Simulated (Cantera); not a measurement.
Feed: 1 mol V2O5, 880 mol H2, 0.035 mol H2O, at 975 °C and 520 Pa.

Equilibrium computed with Cantera from the NASA thermochemical tables; the gas is ideal and each condensed phase is pure. Candidate condensed phases: H2O, V, VO, V2O3, V2O4, V2O5; 12 gas species. Condensed phases not in the tables: the oxides between V2O3 and V2O5 other than VO2. Equilibrium is a limit: real reactors are often held back by kinetics, nucleation or transport.

Base state: H2 0.998, H2O 0.00231 (mole fractions); condensed: V2O3(s).

**Question.** What changes in the equilibrium state with this change: V2O5 replaced by V2O3?

**Answer.** 
```
species        before     after
------------  -------  --------
H2              0.998     0.999
H2O           0.00231  0.000675
V2O3(s), mol     1.00     0.441
VO(s), mol          0      1.12
```
Mutual solubility and eutectic melting of coexisting phases are not modelled. VO: taken at fixed stoichiometry.

**Question.** What changes in the equilibrium state with this change: temperature from 975 °C to 1575 °C?

**Answer.** 
```
species        before    after
------------  -------  -------
H2              0.998    0.989
H             6.49e-6  0.00732
H2O           0.00231  0.00340
VO2             <1e-9  3.91e-5
VO              <1e-9  2.90e-5
V2O3(s), mol     1.00        0
VO(s), mol          0     1.94
```
VO: taken at fixed stoichiometry.
